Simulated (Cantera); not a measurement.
An adiabatic, constant-pressure homogeneous reactor starts with CH₄ : CO : O₂ : N₂ = 1 : 0.044 : 4.3 : 16.2 (molar parts), equivalence ratio 0.47, at 1475 K and 1.00 bar. Integrator tolerance rtol = 1e-08.

Computed with Cantera and GRI-Mech 3.0 (53 species, 325 reactions).

Question: What does this change do: 0.21 parts C2H6 added?

Answer: 
```csv
quantity,before,after
time of steepest temperature rise,1.15 ms,0.181 ms
temperature at 5.00 s,2361 K,2546 K
equilibrium temperature,2361 K,2546 K
x(CH₄) at 5.00 s,<1e-12 (gas-phase equilibrium <1e-12),<1e-12 (gas-phase equilibrium <1e-12)
x(CO) at 5.00 s,0.00248 (gas-phase equilibrium 0.00248),0.0103 (gas-phase equilibrium 0.0103)
x(O₂) at 5.00 s,0.0983 (gas-phase equilibrium 0.0983),0.0647 (gas-phase equilibrium 0.0647)
x(N₂O) at 5.00 s,6.38e-7 (gas-phase equilibrium 6.38e-7),7.09e-7 (gas-phase equilibrium 7.09e-7)
x(C₂H₂) at 5.00 s,<1e-12 (gas-phase equilibrium <1e-12),<1e-12 (gas-phase equilibrium <1e-12)
x(C₂H₆) at 5.00 s,<1e-12 (gas-phase equilibrium <1e-12),<1e-12 (gas-phase equilibrium <1e-12)
```
